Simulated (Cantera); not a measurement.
Input (Python, Cantera) and output of one run.

```python
import numpy as np
import cantera as ct

gas_names = """
    NO H NH3 ZrO2
""".split()
cond_names = """
    Zr(a) Zr(b) Zr(L)
""".split()


# ... load() reads the species with a 1 bar reference pressure and builds the phases ...
species = {s.name: s for s in load("nasa_gas.yaml", gas_names) + load("nasa_condensed.yaml", cond_names)}
# Each term lists the table entries of one substance; the one whose range holds T is used.
reactions = {
    'Zr + 2 NO(g) + 6 H(g) = 2 NH3(g) + ZrO2(g)':
        [(-1, ['Zr(a)', 'Zr(b)', 'Zr(L)']), (-2, ['NO']), (-6, ['H']), (2, ['NH3']), (1, ['ZrO2'])],
}


def pick(names, T):
    return next(species[n] for n in names if species[n].thermo.min_temp <= T <= species[n].thermo.max_temp)


results = []
for label, terms in reactions.items():
    print(label)
    print("     T/K   dH/kJ  dS/(J/K)   dG/kJ   log10 K")
    for T in [300, 1100, 1300, 1500, 1700, 1900, 2100, 2300, 2500, 2700, 2900]:
        used = [(nu, pick(names, T)) for nu, names in terms]
        dH = sum(nu * s.thermo.h(T) for nu, s in used) / 1e6
        dS = sum(nu * s.thermo.s(T) for nu, s in used) / 1e3
        dG = dH - T * dS / 1e3
        logK = -dG * 1e6 / (ct.gas_constant * T * np.log(10))
        results.append((label, T, dH, dS, dG, logK, [s.name for _, s in used]))
        print(f"{T:8g} {dH:8.1f} {dS:8.1f} {dG:8.1f} {logK:8.2f}")
```

It prints:

```
Zr + 2 NO(g) + 6 H(g) = 2 NH3(g) + ZrO2(g)
     T/K   dH/kJ  dS/(J/K)   dG/kJ   log10 K
     300  -1868.8   -490.0  -1721.8   299.78
    1100  -1923.1   -583.8  -1280.9    60.82
    1300  -1936.3   -595.0  -1162.8    46.72
    1500  -1944.2   -600.7  -1043.2    36.33
    1700  -1951.3   -605.1   -922.6    28.35
    1900  -1957.7   -608.7   -801.2    22.03
    2100  -1963.9   -611.8   -679.1    16.89
    2300  -1991.6   -624.7   -554.7    12.60
    2500  -1998.0   -627.4   -429.5     8.97
    2700  -2004.0   -629.7   -303.8     5.88
    2900  -2009.5   -631.7   -177.6     3.20
```

Cantera with NASA thermochemical tables; ideal gases at 1 bar, condensed phases pure. Condensed species are held in their standard states even where they would react or evaporate.
